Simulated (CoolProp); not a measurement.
Values from CoolProp's reference Helmholtz-energy equation of state, Lemmon 2006. It is a short technical equation, of lower accuracy than the large ones.

For CH3F (R41), give the phase and the Joule-Thomson coefficient (K/MPa) at 151.85 °C and 7.87 bar; 151.85 °C and 25.6 bar; 151.85 °C and 27.6 bar.


- 151.85 °C and 7.87 bar: gas; Joule-Thomson coefficient 6.65
- 151.85 °C and 25.6 bar: gas; Joule-Thomson coefficient 6.44
- 151.85 °C and 27.6 bar: gas; Joule-Thomson coefficient 6.41
